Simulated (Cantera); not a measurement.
Cantera run, input and output.

```python
import numpy as np
import cantera as ct

gas = ct.Solution("gri30.yaml")
gas.TPX = 1675, 13332, {'C3H8': 1, 'H2': 7.1}
inlet = ct.Reservoir(gas, clone=True)

reactor = ct.IdealGasConstPressureReactor(gas, energy="off", clone=False)
exhaust = ct.Reservoir(gas, clone=True)
tau = [4.3, 1.8, 0.72, 0.29, 0.12, 0.049, 0.02, 0.0082][0]
for a, b in ((inlet, reactor), (reactor, exhaust)):
    ct.MassFlowController(a, b, mdot=lambda t: reactor.mass / tau)
net = ct.ReactorNet([reactor])
show = ['C3H8', 'H2', 'C2H', 'CH4', 'C2H2', 'C2H4']

rows = []
print(f"{'tau/s':>10s}{'T/K':>9s}" + "".join(f"{s:>11s}" for s in show))
for tau in [4.3, 1.8, 0.72, 0.29, 0.12, 0.049, 0.02, 0.0082]:
    net.initial_time = 0.0
    net.advance(30 * tau)
    before = gas.X
    net.advance(40 * tau)
    drift = np.max(np.abs(gas.X - before) / (gas.X + 1e-9))
    rows.append([gas.T, *gas[show].X, drift])
    print(f"{tau:10.3e}{gas.T:9.1f}" + "".join(f"{x:11.3e}" for x in gas[show].X))
```

Output:

```
     tau/s      T/K       C3H8         H2        C2H        CH4       C2H2       C2H4
 4.300e+00   1675.0  1.351e-06  8.531e-01  2.355e-07  1.779e-02  1.278e-01  9.048e-04
 1.800e+00   1675.0  3.162e-06  8.488e-01  2.449e-07  2.437e-02  1.253e-01  9.455e-04
 7.200e-01   1675.0  7.618e-06  8.433e-01  2.620e-07  3.297e-02  1.220e-01  1.058e-03
 2.900e-01   1675.0  1.785e-05  8.370e-01  2.894e-07  4.266e-02  1.182e-01  1.313e-03
 1.200e-01   1675.0  3.989e-05  8.304e-01  3.278e-07  5.262e-02  1.140e-01  1.826e-03
 4.900e-02   1675.0  8.843e-05  8.235e-01  3.785e-07  6.293e-02  1.091e-01  2.843e-03
 2.000e-02   1675.0  1.930e-04  8.164e-01  4.381e-07  7.316e-02  1.034e-01  4.766e-03
 8.200e-03   1675.0  4.152e-04  8.093e-01  5.000e-07  8.282e-02  9.631e-02  8.265e-03
```

Computed with Cantera and GRI-Mech 3.0 (53 species, 325 reactions). GRI-Mech 3.0 was tuned for natural gas; its chemistry of propane as a main component is partial and can be far from experiment. GRI-Mech 3.0 stops at C3 and has no aromatics, soot or wall deposition, so with more carbon than oxygen in the feed, carbon stays in small species such as C2H2 where larger ones or solid carbon would form.
